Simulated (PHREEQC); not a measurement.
0.012 g of hydrous ferric oxide (600 m²/g; 0.2 weak and 0.005 strong sites per Fe, Dzombak-Morel constants, diffuse double layer) in 1 kg of water with 0.05 mol/kgw of an inert sodium salt, at 25 °C; the pH is set by adding NaOH or the inert anion's acid. O2 is buffered at 0.21 atm. No CO2 enters from the air. Nothing may precipitate in this run.

Base run: PHREEQC, ion-association model, wateq4f.dat. Each further column changes one thing. The table gives surface charge σ (C/m²).

| pH | base | background salt from 0.05 to 0.005 mol/kgw | oxide from 0.012 to 0.06 g/kgw | 1.7e-05 mol/kgw CuCl2 added |
|---|---|---|---|---|
| 3 | 0.357 | 0.302 | 0.357 | 0.357 |
| 3.75 | 0.317 | 0.211 | 0.317 | 0.317 |
| 4.88 | 0.194 | 0.099 | 0.194 | 0.196 |
| 5.62 | 0.119 | 0.053 | 0.119 | 0.129 |
| 6.38 | 0.064 | 0.026 | 0.064 | 0.104 |
| 7.12 | 0.030 | 0.011 | 0.030 | 0.082 |
| 8.25 | -0.004 | -0.001 | -0.004 | 0.025 |
| 9 | -0.026 | -0.009 | -0.026 | 0.001 |

The oxide is taken as insoluble; below pH 4 it would dissolve. The database's constant for dissolved Cu(OH)2 is higher than later reviews accept.
